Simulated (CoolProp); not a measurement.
A closed Brayton cycle with carbon dioxide: compressor inlet 328.15 K and 7.9 MPa, high pressure 16.8 MPa, turbine inlet 980 K, compressor efficiency 0.85, turbine efficiency 0.85, recuperator effectiveness 0.95 (on enthalpy, no pinch check). Each further row changes one setting.

Values from CoolProp's reference Helmholtz-energy equation of state, Span 1996.

```json
[
 {"case": "as stated", "thermal efficiency (%)": "37.3", "net work (kJ/kg)": "74.8", "compressor to turbine work": "0.35", "compressor exit (K)": "393.7", "turbine exit (K)": "884.1"},
 {"case": "turbine inlet 930 K", "thermal efficiency (%)": "35.8", "net work (kJ/kg)": "68.7", "compressor to turbine work": "0.37", "compressor exit (K)": "393.7", "turbine exit (K)": "837.4"},
 {"case": "compressor inlet 338.15 K", "thermal efficiency (%)": "36.5", "net work (kJ/kg)": "70.6", "compressor to turbine work": "?", "compressor exit (K)": "407.1", "turbine exit (K)": "884.1"},
 {"case": "high pressure 14.3 MPa", "thermal efficiency (%)": "35.6", "net work (kJ/kg)": "?", "compressor to turbine work": "?", "compressor exit (K)": "379.3", "turbine exit (K)": "904.1"},
 {"case": "recuperator effectiveness 0.5", "thermal efficiency (%)": "16.3", "net work (kJ/kg)": "74.8", "compressor to turbine work": "0.35", "compressor exit (K)": "393.7", "turbine exit (K)": "884.1"}
]
```

### Question
What belongs in the gaps?

### Answer

- compressor inlet 338.15 K, compressor to turbine work: 0.38
- high pressure 14.3 MPa, net work (kJ/kg): 60.7
- high pressure 14.3 MPa, compressor to turbine work: 0.33
